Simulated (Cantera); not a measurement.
Charge: 1 mol SiO2, 3.3 mol HCl, 18 mol O2, at 1352 °C and 0.0100 bar.

Cantera equilibrium calculation (NASA polynomials, part measured and part estimated; ideal gas, pure solids and liquids). Candidate condensed phases: H2O, Si, SiO2; 30 gas species. The tables hold silica as quartz up to 1696 K and as liquid above; real silica turns to tridymite and cristobalite and melts near 1996 K. The numbers say what is thermodynamically allowed, not how fast it happens.

Base state: O2 0.825, HCl 0.109, Cl 0.0417, H2O 0.0218, Cl2 0.00108, OH 0.000444, O 0.000177, ClO 8.04e-5 (mole fractions); condensed: SiO2(β-quartz).

What changes in the equilibrium state with this change: pressure from 0.0100 bar to 0.00133 bar?


```tsv
species	before	after
O2	0.825	0.819
HCl	0.109	0.0974
Cl	0.0417	0.0548
H2O	0.0218	0.0273
Cl2	0.00108	0.000248
O	0.000177	0.000482
ClO	8.04e-5	3.84e-5
SiO2(β-quartz), mol	1.00	1.000
```
